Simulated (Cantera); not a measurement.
## Equilibrium for silicon epitaxy and polysilicon growth: SiCl4 + HCl + N2

Charge: 1 mol SiCl4, 0.022 mol HCl, 67 mol N2, equilibrated at 110000 Pa.

Method: chemical equilibrium by Gibbs-energy minimisation in Cantera with the NASA 1993 tables (ideal gas, pure condensed phases). Candidate condensed phases: NH4Cl, Si, Si3N4; 28 gas species. The tables' values for SiCl3 are old estimates; treat these amounts as uncertain. Kinetics and transport are ignored.

```tsv
T (°C)	x N2	x SiCl4	x Cl	x SiCl3	x HCl	x SiCl2	x Cl2
850	0.985	0.0147	6.72e-7	9.16e-7	0.000323	7.10e-10	1.24e-7
950	0.985	0.0147	3.94e-6	4.87e-6	0.000323	1.29e-8	4.78e-7
1050	0.985	0.0147	1.76e-5	2.02e-5	0.000323	1.52e-7	1.48e-6
1150	0.985	0.0146	6.34e-5	6.86e-5	0.000323	1.27e-6	3.86e-6
1250	0.985	0.0145	0.000194	0.000196	0.000323	7.91e-6	8.93e-6
1350	0.984	0.0142	0.000520	0.000481	0.000323	3.81e-5	1.88e-5
1450	0.984	0.0135	0.00125	0.00103	0.000323	0.000147	3.66e-5
```
x: gas mole fraction; nothing condenses.

From 850 °C to 1450 °C nothing is condensed. The main Si-bearing gas is SiCl4 throughout.
